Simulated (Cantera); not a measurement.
Charge: 1 mol PbO, 0.43 mol CH₄, 0.015 mol CO, held at 1.60 bar.

Equilibrium computed with Cantera from the NASA thermochemical tables; the gas is ideal and each condensed phase is pure. Candidate condensed phases: C, C₆H₆, C₇H₈, C₈H₁₈, H₂O, Pb, PbO, PbO₂, Pb₃O₄; 113 gas species. Gases not in the tables: (PbO)n polymers. Equilibrium is a limit: real reactors are often held back by kinetics, nucleation or transport. All values below are at 2350 K.

Base state: Pb 0.424, H₂O 0.205, H₂ 0.165, CO 0.159, CO₂ 0.0341, PbO 0.00711, H 0.00401, OH 0.000856 (mole fractions); condensed: gas only.

Problem. What changes in the equilibrium state with this change: PbO replaced by MgO?

Solution. 
```csv
species,before,after
H₂,0.165,0.487
CO,0.159,0.256
Mg,0,0.244
Pb,0.424,0
CO₂,0.0341,0.000119
H₂O,0.205,0.00130
PbO,0.00711,0
MgH,0,0.00403
Pb₂,0.000774,0
MgOH,0,0.000218
"MgO(s), mol",0,0.567
```
The tables' values for MgH are old estimates; treat these amounts as uncertain. Further candidate phases: Mg, MgCO₃, MgO, Mg(OH)₂.
